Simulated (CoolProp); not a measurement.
Vapour pressure (kPa) of propyne: the reference equation beside estimates from Tc = 402.7 K, pc = 5658 kPa, ω = 0.204. Clausius-Clapeyron is anchored at 318.1 K with a constant enthalpy of vaporisation of 17.44 kJ/mol.

Model: reference Helmholtz-energy equation of state, Polt 1992, in CoolProp. This equation is an older, rougher fit; its heat capacities, sound speeds and derivatives of the liquid may be far off and weren't checked against measurements.

```csv
T (K),reference,Lee-Kesler,Clausius-Clapeyron,van der Waals,Redlich-Kwong,Soave-Redlich-Kwong
306.4,734.4,745.4,777.5,1713,963.1,746.8
312.2,858.3,872.4,882.9,1873,1108,875.0
318.1,1000,1017,1000,2045,1270,1022
323.9,1156,1176,1125,2223,1446,1183
329.7,1330,1352,1261,2412,1636,1362
335.5,1524,1547,1408,2610,1844,1560
341.4,1741,1765,1569,2821,2073,1782
347.2,1978,2000,1738,3039,2316,2023
353,2237,2259,1920,3267,2577,2286
358.8,2521,2541,2113,3506,2858,2573
364.6,2832,2848,2319,3755,3158,2886
370.5,3176,3189,2542,4019,3484,3231
376.3,3545,3554,2773,4289,3825,3598
382.1,3944,3951,3018,4570,4188,3994
387.9,4377,4382,3276,4862,4573,4421
```

Absolute difference from the reference over all 15 rows, mean and median: Lee-Kesler 1.0 and 1.1 %, Clausius-Clapeyron 12.3 and 12.1 %, van der Waals 60.6 and 53.6 %, Redlich-Kwong 17.4 and 17.1 %, Soave-Redlich-Kwong 1.9 and 2.1 %.
